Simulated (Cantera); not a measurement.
A freely propagating, adiabatic, planar premixed flame of CH₃OH : O₂ : N₂ = 1 : 1.07 : 4.03 (molar parts), equivalence ratio 1.4, unburnt at 500 K and 0.133 bar; mixture-averaged transport, grid criteria slope 0.08 and curve 0.16, no radiation.

Computed with Cantera and GRI-Mech 3.0 (53 species, 325 reactions). GRI-Mech 3.0 was tuned for natural gas; its chemistry of methanol as a main component is partial and can be far from experiment. Burning velocities carry a grid error of a few per cent, more on coarse grids.

Task: How do the results move with these cheaper or finer settings: unity-Lewis-number transport; multicomponent transport; multicomponent+Soret transport; grid criteria slope 0.5, curve 1; grid criteria slope 0.25, curve 0.5; grid criteria slope 0.03, curve 0.06?

Result: 
| setting | laminar burning velocity | thermal thickness | peak x(CO) | peak x(CH₂CO) | grid points |
|---|---|---|---|---|---|
| as above | 133 cm/s | 1.53 mm | 0.108 | 2.26e-5 | 155 |
| unity-Lewis-number transport | 72.4 cm/s | 2.50 mm | 0.0923 | 1.17e-5 | 148 |
| multicomponent transport | 133 cm/s | 1.55 mm | 0.108 | 2.26e-5 | 155 |
| multicomponent+Soret transport | 131 cm/s | 1.54 mm | 0.107 | 2.26e-5 | 156 |
| grid criteria slope 0.5, curve 1 | 153 cm/s | 1.72 mm | 0.108 | 2.28e-5 | 45 |
| grid criteria slope 0.25, curve 0.5 | 141 cm/s | 1.59 mm | 0.108 | 2.28e-5 | 74 |
| grid criteria slope 0.03, curve 0.06 | 130 cm/s | 1.51 mm | 0.107 | 2.23e-5 | 325 |
The base run took about 100 core-seconds (a rough figure).
Unity Lewis numbers drop preferential diffusion, which matters most where H2 and H carry the flame; Soret adds thermal diffusion.
